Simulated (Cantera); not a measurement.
## Low-pressure radical oxidation in H2/O2

An isothermal, constant-pressure homogeneous reactor starts with H2 : O2 = 0.042 : 1 (molar parts), equivalence ratio 0.021, at 1375 K and 0.0133 bar.

Model: the H2/O2 subset of GRI-Mech 3.0, which has no nitrogen chemistry, integrated in Cantera. Radical loss at walls, strong at low pressure, is not modelled. The temperature is held fixed by assumption; the heat of reaction is taken as removed at once.

```tsv
t (s)	x H2	x O2	x H2O	x H2O2	x OH	x O	x HO2
0.000200	0.0403	0.960	2.32e-7	1.53e-10	2.16e-7	2.60e-7	1.27e-7
0.000649	0.0403	0.960	3.12e-5	1.48e-9	1.92e-5	2.37e-5	4.32e-7
0.00211	0.00109	0.926	0.0342	6.09e-8	0.00547	0.0290	1.83e-6
0.00684	0.000546	0.926	0.0356	4.61e-8	0.00452	0.0293	1.66e-6
0.0222	0.000472	0.931	0.0364	4.50e-8	0.00421	0.0249	1.58e-6
0.0721	0.000305	0.941	0.0380	4.06e-8	0.00340	0.0156	1.33e-6
0.234	0.000105	0.953	0.0397	2.82e-8	0.00201	0.00522	7.92e-7
0.759	1.85e-5	0.958	0.0407	1.25e-8	0.000846	0.000902	2.63e-7
2.46	2.60e-6	0.959	0.0410	3.84e-9	0.000318	0.000126	6.48e-8
8.00	4.38e-7	0.959	0.0411	1.08e-9	0.000131	2.12e-5	3.55e-8
```
x: mole fraction; the columns are a selection and need not sum to one.

Equilibrium at this temperature and pressure: H2 1.12e-7, O2 0.959, H2O 0.0411, H2O2 4.39e-10, OH 6.60e-5, O 5.43e-6, HO2 4.99e-8 (gas phase only).
